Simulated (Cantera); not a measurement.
Equilibrium for silicon etching in halogen gases: Si + HCl + H2

Feed: 1 mol Si, a varied amount of HCl, 40 mol H2, held at 1202 °C and 2.70 Torr.

These are equilibrium values from Cantera (NASA tables, ideal gas, pure condensed phases), not measurements of a reactor. Candidate condensed phases: Si; 19 gas species. The tables' values for SiCl3 are old estimates; treat these amounts as uncertain. The numbers say what is thermodynamically allowed, not how fast it happens.

From 1.2 mol HCl to 5.4 mol HCl the condensed part is Si(s). From 6.2 mol HCl to 10 mol HCl nothing is condensed. The main Si-bearing gas is SiCl2 throughout.

```csv
n(HCl) (mol),x H2,x HCl,x SiCl2,x SiCl3,x H,n Si(s)
1.2,0.973,0.0250,0.00203,9.06e-6,0.000213,0.916
2.1,0.955,0.0395,0.00514,3.65e-5,0.000211,0.782
2.9,0.941,0.0504,0.00849,7.75e-5,0.000210,0.632
3.7,0.928,0.0599,0.0122,0.000133,0.000208,0.461
4.5,0.915,0.0683,0.0161,0.000202,0.000207,0.275
5.4,0.902,0.0768,0.0206,0.000293,0.000205,0.0506
6.2,0.888,0.0905,0.0212,0.000359,0.000204,0
7,0.873,0.106,0.0208,0.000415,0.000202,0
7.9,0.856,0.123,0.0203,0.000474,0.000200,0
8.7,0.842,0.137,0.0199,0.000524,0.000198,0
9.5,0.829,0.151,0.0195,0.000570,0.000197,0
10,0.821,0.159,0.0193,0.000598,0.000196,0
```
x: gas mole fraction; n: condensed amount in mol.
